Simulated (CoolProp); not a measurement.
The fluid at 293.15 K and 0.323 MPa expands adiabatically to 0.029 MPa with isentropic efficiency 0.7. The same conditions are run with several fluids, on thermodynamics alone (safety and materials aside).

The numbers come from the reference Helmholtz-energy equation of state of each fluid (carbonyl sulfide: Lemmon 2006; R125: Lemmon 2005; chlorine: Thol 2021; propylene: Lemmon 2013) in CoolProp.

Q: Rank carbonyl sulfide, R125, chlorine, propylene by work (kJ/kg), highest first.

A: propylene (80.0), carbonyl sulfide (52.7), chlorine (44.7), R125 (29.7)

```csv
fluid,final temperature (K),final phase,final density (kg/m³)
carbonyl sulfide,205.3,gas,1.03
R125,248.7,gas,1.70
chlorine,214.1,"two-phase, vapour fraction 0.960",1.22
propylene,230.5,gas,0.643
```
